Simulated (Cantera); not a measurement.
Equilibrium for silicon etching in halogen gases: Si + HBr

Input: 1 mol Si, a varied amount of HBr, held at 1500 K and 220 Pa.

Method: chemical equilibrium by Gibbs-energy minimisation in Cantera with the NASA 1993 tables (ideal gas, pure condensed phases). Candidate condensed phases: Br2, Si; 19 gas species. The tables' values for SiBr3, SiBr are old estimates; treat these amounts as uncertain. Kinetics and transport are ignored.

```
n(HBr) (mol)  x HBr    x H2  x SiBr2    x Br  x SiBr3  n Si(s)
------------  -----  ------  -------  ------  -------  -------
1.1           0.238   0.378    0.364  0.0146  0.00356    0.592
4.1           0.462   0.263    0.233  0.0340  0.00532        0
7.1           0.632   0.172    0.129  0.0574  0.00497        0
10            0.694   0.138   0.0890  0.0704  0.00421        0
13            0.727   0.119   0.0671  0.0793  0.00357        0
16            0.746   0.108   0.0537  0.0856  0.00308        0
19            0.759   0.100   0.0446  0.0904  0.00271        0
22            0.767  0.0947   0.0382  0.0940  0.00241        0
25            0.774  0.0906   0.0333  0.0970  0.00217        0
```
x: gas mole fraction; n: condensed amount in mol.

At 1.1 mol HBr the condensed part is Si(s). From 4.1 mol HBr to 25 mol HBr nothing is condensed. The main Si-bearing gas is SiBr2 throughout.
